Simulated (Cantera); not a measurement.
A perfectly stirred reactor is fed with 24.5 % CO, 2.21 % H2, 2.43 % CH4, 13.0 % O2, 49.0 % N2, 8.82 % H2O, equivalence ratio 1.4, at 1.09 atm; it is adiabatic with a 525 K inlet, and is followed from long to short residence time, starting on the burning branch (τ in s: 0.14, 0.07, 0.035, 0.017, 0.0084, 0.0042, 0.0021, 0.001, 0.0005, 0.00025, 0.00012, 6e-05).

Model: GRI-Mech 3.0 (53 species, 325 reactions), integrated in Cantera.

x: mole fraction; the columns are a selection and need not sum to one.

```csv
τ (s),T (K),x CO,x H2,x CH4,x CH2O,x H
0.14,2259,0.100,0.0149,[?],1.26e-7,0.00141
0.070,2250,0.101,0.0150,[?],2.03e-7,0.00172
0.035,2237,0.102,0.0152,[?],3.13e-7,0.00218
0.017,2216,0.103,0.0156,[?],4.79e-7,0.00288
0.0084,2185,0.105,0.0161,[?],7.16e-7,0.00387
0.0042,2145,0.107,0.0168,[?],1.06e-6,0.00525
0.0021,2091,0.110,0.0178,[?],1.60e-6,0.00719
0.0010,2019,0.114,0.0190,[?],2.55e-6,0.0101
0.00050,1939,0.118,0.0202,[?],4.08e-6,0.0136
0.00025,1847,0.123,0.0211,[?],6.88e-6,0.0179
0.00012,1735,0.132,0.0212,[?],1.32e-5,0.0219
6.0e-5,1595,0.152,0.0192,[?],3.07e-5,0.0214
```

### Question
Complete the blanks.

### Answer

- 0.14, x CH4: 9.93e-7
- 0.070, x CH4: 1.52e-6
- 0.035, x CH4: 2.27e-6
- 0.017, x CH4: 3.41e-6
- 0.0084, x CH4: 5.13e-6
- 0.0042, x CH4: 7.86e-6
- 0.0021, x CH4: 1.25e-5
- 0.0010, x CH4: 2.14e-5
- 0.00050, x CH4: 3.76e-5
- 0.00025, x CH4: 7.10e-5
- 0.00012, x CH4: 0.000158
- 6.0e-5, x CH4: 0.000451
